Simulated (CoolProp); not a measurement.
Vapour-liquid equilibrium of n-pentane (1) + toluene (2) at 0.366 MPa; x and y are mole fractions of (1).

Computed with CoolProp (multi-fluid Helmholtz-energy mixture model, Thol 2019 and Lemmon 2006; pair parameters Bell 2016).

```
x      bubble temperature (°C)  y at the bubble point  dew temperature at overall composition x (°C)  liquid density (mol/L)
-----  -----------------------  ---------------------  ---------------------------------------------  ----------------------
0.05                     151.5                  0.241                                          160.8                   7.924
0.125                    137.6                  0.478                                          157.3                   8.013
0.2                      126.8                  0.624                                          153.6                   8.065
0.275                    118.4                  0.719                                          149.7                   8.090
0.35                     111.7                  0.784                                          145.5                   8.094
0.425                    106.1                  0.831                                          141.0                   8.085
0.5                      101.4                  0.867                                          136.1                   8.064
0.575                     97.3                  0.896                                          130.7                   8.036
0.65                      93.7                  0.919                                          124.7                   8.001
0.725                     90.4                  0.940                                          117.8                   7.962
0.8                       87.3                  0.958                                          109.8                   7.918
0.875                     84.4                  0.975                                          100.3                   7.872
0.95                      81.6                  0.990                                           88.7                   7.824
```

No azeotrope shows between x = 0.05 and 0.95.

The pair parameters rest on a limited set of measurements; away from them the model extrapolates.
